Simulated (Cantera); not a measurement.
What does this Cantera script print?

```python
import numpy as np
import cantera as ct

gas_names = [...]  # 93 gases of nasa_gas.yaml made of C, H, N, Ti
cond_names = """
    C(gr) C6H6(L) C7H8(L) C8H18(L),n-octa Ti(a) Ti(b) Ti(L) TiC(s) TiC(L) TiN(s) TiN(L)
""".split()


# ... load() reads the species with a 1 bar reference pressure and builds the phases ...
atoms = {
    'Ti(NMe2)4': {'Ti': 1, 'C': 8, 'H': 24, 'N': 4},
    'C3H8': {'C': 3, 'H': 8},
    'H2': {'H': 2},
    'NH3': {'N': 1, 'H': 3},
}
top_T = {'C(gr)': 4500}  # K; cautious upper limits of use, not melting points


# ... equilibrate(T, P, feed) seeds the gas with the atoms and calls Mixture.equilibrate('TP', solver="vcs", rtol=1e-11, max_steps=5000) ...
results = []
feed = {'Ti(NMe2)4': 1, 'C3H8': 0.65, 'H2': 10, 'NH3': 2}  # mol
T = 1625  # K
P = 37  # Pa
mix = equilibrate(T, P, feed)
results.append((T, P, feed, dict(zip(mix.species_names, mix.species_moles))))
x = sorted(zip(gas.X, gas.species_names), reverse=True)
print(f"T = {T:g} K  P = {P:g} Pa  gas = {mix.phase_moles(0):.4g} mol")
print("   x: " + "  ".join(f"{s} {v:.3e}" for v, s in x if v > 1e-06))
print("   condensed (mol): " + ("  ".join(f"{mix.phase(i).name} {mix.phase_moles(i):.4g}"
      for i in range(1, mix.n_phases) if mix.phase_moles(i) > 1e-12) or "none"))
```

Result:

```
T = 1625 K  P = 37 Pa  gas = 30.65 mol
   x: H2 8.983e-01  N2 9.751e-02  H 3.476e-03  HCN 7.054e-04  C2H2,acetylene 3.194e-05  HNC 1.731e-05
   condensed (mol): C(gr) 8.926  TiC(s) 1
```

Cantera equilibrium calculation (NASA polynomials, part measured and part estimated; ideal gas, pure solids and liquids). The feed counts by its element totals alone. TiC: taken at fixed stoichiometry.
